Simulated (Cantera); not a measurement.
A perfectly stirred reactor is fed with 28.6 % CH4, 71.4 % CO2, at 13300 Pa; it is held at 1850 K, and followed from long to short residence time.

Cantera simulation using GRI-Mech 3.0 (53 species, 325 reactions); the numbers are that mechanism's predictions, not measurements.

Problem. Predict: x(CH4) at τ = 0.510 s; x(CO2) at τ = 0.510 s; x(CH2CO) at τ = 0.510 s; x(C2H) at τ = 0.510 s; x(CO) at τ = 0.510 s; x(CH4) at τ = 31.0 ms; x(CO2) at τ = 31.0 ms; x(CH2CO) at τ = 31.0 ms; x(C2H) at τ = 31.0 ms; x(CO) at τ = 31.0 ms.

Solution. 
```
Property                   Result
-----------------------  --------
x(CH4) at τ = 0.510 s     0.00861
x(CO2) at τ = 0.510 s       0.146
x(CH2CO) at τ = 0.510 s   2.91e-5
x(C2H) at τ = 0.510 s     4.72e-7
x(CO) at τ = 0.510 s        0.481
x(CH4) at τ = 31.0 ms      0.0450
x(CO2) at τ = 31.0 ms       0.344
x(CH2CO) at τ = 31.0 ms  0.000123
x(C2H) at τ = 31.0 ms     1.70e-6
x(CO) at τ = 31.0 ms        0.255
```
